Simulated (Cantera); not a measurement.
TiN + O2 (nitride etching)

A closed system holds: 1 mol TiN, 2.2 mol O2, equilibrated at 0.100 bar.

These are equilibrium values from Cantera (NASA tables, ideal gas, pure condensed phases), not measurements of a reactor. Candidate condensed phases: Ti, TiN, TiO, TiO2, Ti2O3, Ti3O5, Ti4O7; 12 gas species. The numbers say what is thermodynamically allowed, not how fast it happens.

From 1252 °C to 1702 °C the condensed part is TiO2(rutile).

| T (°C) | x O2 | x N2 | x NO | x O | x NO2 | x TiO2 | x N2O | x O3 | n TiO2(rutile) |
|---|---|---|---|---|---|---|---|---|---|
| 1252 | 0.705 | 0.293 | 0.00154 | 1.50e-5 | 4.46e-6 | 2.25e-11 | 1.81e-8 | 7.07e-10 | 1.00 |
| 1302 | 0.705 | 0.293 | 0.00194 | 2.84e-5 | 4.86e-6 | 1.05e-10 | 2.25e-8 | 1.01e-9 | 1.00 |
| 1352 | 0.705 | 0.293 | 0.00240 | 5.17e-5 | 5.27e-6 | 4.48e-10 | 2.75e-8 | 1.43e-9 | 1.00 |
| 1402 | 0.704 | 0.293 | 0.00294 | 9.07e-5 | 5.69e-6 | 1.74e-9 | 3.33e-8 | 1.96e-9 | 1.00 |
| 1452 | 0.704 | 0.292 | 0.00355 | 0.000154 | 6.11e-6 | 6.23e-9 | 3.99e-8 | 2.65e-9 | 1.00 |
| 1502 | 0.704 | 0.292 | 0.00425 | 0.000254 | 6.54e-6 | 2.07e-8 | 4.72e-8 | 3.53e-9 | 1.00 |
| 1552 | 0.703 | 0.292 | 0.00503 | 0.000407 | 6.97e-6 | 6.45e-8 | 5.55e-8 | 4.63e-9 | 1.00 |
| 1602 | 0.702 | 0.291 | 0.00590 | 0.000638 | 7.40e-6 | 1.89e-7 | 6.46e-8 | 5.98e-9 | 1.00 |
| 1652 | 0.702 | 0.291 | 0.00686 | 0.000975 | 7.84e-6 | 5.20e-7 | 7.47e-8 | 7.62e-9 | 1.000 |
| 1702 | 0.701 | 0.290 | 0.00792 | 0.00146 | 8.27e-6 | 1.36e-6 | 8.57e-8 | 9.61e-9 | 1.000 |
x: gas mole fraction; n: condensed amount in mol.
